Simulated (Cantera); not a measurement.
An adiabatic, constant-pressure homogeneous reactor starts with CH3OH : O2 : N2 : H2O = 1 : 3.26 : 12.3 : 1.3 (molar parts), equivalence ratio 0.46, at 1750 K and 101000 Pa.

Cantera simulation using GRI-Mech 3.0 (53 species, 325 reactions); the numbers are that mechanism's predictions, not measurements. GRI-Mech 3.0 was tuned for natural gas; its chemistry of methanol as a main component is partial and can be far from experiment.

**Question.** Predict: time of steepest temperature rise; temperature at 2.00 s; equilibrium temperature; x(O2) at 2.00 s; x(H2O) at 2.00 s; x(HO2) at 2.00 s; x(HCO) at 2.00 s; x(H2) at 2.00 s.

**Answer.** 
```json
{
  "time_of_steepest_temperature_rise": "34.6 µs",
  "temperature at 2.00 s": "2481 K",
  "equilibrium_temperature": "2481 K",
  "x(O2) at 2.00 s": "0.0874 (gas-phase equilibrium 0.0874)",
  "x(H2O) at 2.00 s": "0.167 (gas-phase equilibrium 0.167)",
  "x(HO2) at 2.00 s": "9.13e-6 (gas-phase equilibrium 9.13e-6)",
  "x(HCO) at 2.00 s": "1.03e-9 (gas-phase equilibrium 1.03e-9)",
  "x(H2) at 2.00 s": "0.00306 (gas-phase equilibrium 0.00306)"
}
```
